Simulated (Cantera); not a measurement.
Feed: 1 mol Al, 3 mol N2, held at 1.90 mbar.

Cantera equilibrium calculation (NASA polynomials, part measured and part estimated; ideal gas, pure solids and liquids). Candidate condensed phases: Al, AlN; 5 gas species. Equilibrium is a limit: real reactors are often held back by kinetics, nucleation or transport.

Q: Which condensed phases are stable at each of these points (T (K)): 650, 800, 950, 1100, 1250, 1400, 1550, 1700, 1850, 2000, 2150?

A: 
```csv
T (K),condensed phases,Al condensed (%)
650,AlN(s),100.0
800,AlN(s),100.0
950,AlN(s),100.0
1100,AlN(s),100.0
1250,AlN(s),100.0
1400,AlN(s),100.0
1550,AlN(s),100.0
1700,AlN(s),99.9
1850,AlN(s),97.1
2000,gas only,0.0
2150,gas only,0.0
```

From 650 K to 1850 K the condensed part is AlN(s). From 2000 K to 2150 K nothing is condensed.
